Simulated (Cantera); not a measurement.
**Ignition delay**

Mixture: CH4 : O2 : N2 = 1 : 2.35 : 8.85 (molar parts), at 1200000 Pa, adiabatic and at constant volume. Ignition delay is the time to a rise of 400 K.

Detailed kinetics in Cantera: GRI-Mech 3.0 (53 species, 325 reactions). The pressure lies above the range GRI-Mech 3.0 was tuned for (to about 10 atm).

```tsv
T0 (K)	delay (ms)
1248	1.93
1298	1.09
1348	0.634
1398	0.377
1448	0.229
1498	0.143
1548	0.0904
```

```
Property                                                 Value
--------------------------------------------------  ----------
apparent activation energy between 1448 and 1548 K  170 kJ/mol
```
